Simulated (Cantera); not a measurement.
What does this Cantera script print?

```python
import numpy as np
import cantera as ct

gas_names = """
    CL CL2 H HCL H2 Si SiCL SiCL2 SiCL3 SiCL4 SiH SiHCL3 SiH2 SiH2CL2 SiH3 SiH3CL SiH4 Si2 Si3
""".split()
cond_names = """
    Si(cr) Si(L)
""".split()


# ... load() reads the species with a 1 bar reference pressure and builds the phases ...
atoms = {
    'SiCl4': {'Si': 1, 'CL': 4},
    'Cl2': {'CL': 2},
    'H2': {'H': 2},
}
top_T = {}  # K; cautious upper limits of use, not melting points


# ... equilibrate(T, P, feed) seeds the gas with the atoms and calls Mixture.equilibrate('TP', solver="vcs", rtol=1e-11, max_steps=5000) ...
results = []
feed = {'SiCl4': 1, 'Cl2': 0.54, 'H2': 15}  # mol
T = 1223.15  # K
P = 320000  # Pa
mix = equilibrate(T, P, feed)
results.append((T, P, feed, dict(zip(mix.species_names, mix.species_moles))))
print(gas.report(threshold=0.0001))
for i in range(1, mix.n_phases):
    print(f"{mix.phase(i).name:16s} {mix.phase_moles(i):12.5e} mol")
```

It prints:

```
       temperature   1223.2 K
          pressure   3.2e+05 Pa
           density   0.45301 kg/m^3
  mean mol. weight   14.397 kg/kmol
   phase of matter   gas

                          1 kg             1 kmol
                     ---------------   ---------------
          enthalpy        -9.028e+05       -1.2998e+07  J
   internal energy       -1.6092e+06       -2.3168e+07  J
           entropy             13174        1.8966e+05  J/K
    Gibbs function       -1.7016e+07       -2.4499e+08  J
 heat capacity c_p            2483.4             35753  J/K
 heat capacity c_v            1905.8             27439  J/K

                      mass frac. Y      mole frac. X     chem. pot. / RT
                     ---------------   ---------------   ---------------
               HCL            0.2097          0.082811           -35.218
                H2           0.11998            0.8568           -17.021
             SiCL2         0.0029025        0.00042216           -61.346
             SiCL3           0.01423          0.001524           -88.054
             SiCL4           0.51718          0.043829           -114.76
            SiHCL3           0.13179          0.014009           -96.564
           SiH2CL2         0.0041881        0.00059699           -78.367
     [  +12 minor]        3.2516e-05        7.2112e-06

Si(cr)            0.00000e+00 mol
```

Equilibrium computed with Cantera from the NASA thermochemical tables; the gas is ideal and each condensed phase is pure. The tables' values for SiCl3 are old estimates; treat these amounts as uncertain.
